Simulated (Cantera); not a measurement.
An adiabatic, constant-volume homogeneous reactor starts with CH₄ : H₂ : O₂ : N₂ : CO₂ = 1 : 0.066 : 6.56 : 25.6 : 1.8 (molar parts), at 1475 K and 21000 Torr. Integrator tolerance rtol = 1e-08.

Detailed kinetics in Cantera: GRI-Mech 3.0 (53 species, 325 reactions). The pressure lies above the range GRI-Mech 3.0 was tuned for (to about 10 atm).

**Question.** What does this change do: initial temperature 1475 to 1800 K?

**Answer.** 
```tsv
quantity	before	after
time of steepest temperature rise	59.5 µs	6.21 µs
temperature at 0.600 s	2209 K	2477 K
equilibrium temperature	2209 K	2477 K
x(CH₄) at 0.600 s	<1e-12 (gas-phase equilibrium <1e-12)	<1e-12 (gas-phase equilibrium <1e-12)
x(H₂) at 0.600 s	3.10e-5 (gas-phase equilibrium 3.10e-5)	0.000141 (gas-phase equilibrium 0.000141)
x(O₂) at 0.600 s	0.124 (gas-phase equilibrium 0.124)	0.120 (gas-phase equilibrium 0.120)
x(HO₂) at 0.600 s	7.97e-6 (gas-phase equilibrium 7.97e-6)	1.67e-5 (gas-phase equilibrium 1.67e-5)
x(NO) at 0.600 s	0.00955 (gas-phase equilibrium 0.00955)	0.0160 (gas-phase equilibrium 0.0160)
x(N₂O) at 0.600 s	3.30e-6 (gas-phase equilibrium 3.30e-6)	5.29e-6 (gas-phase equilibrium 5.29e-6)
x(CH₂CO) at 0.600 s	<1e-12 (gas-phase equilibrium <1e-12)	<1e-12 (gas-phase equilibrium <1e-12)
```
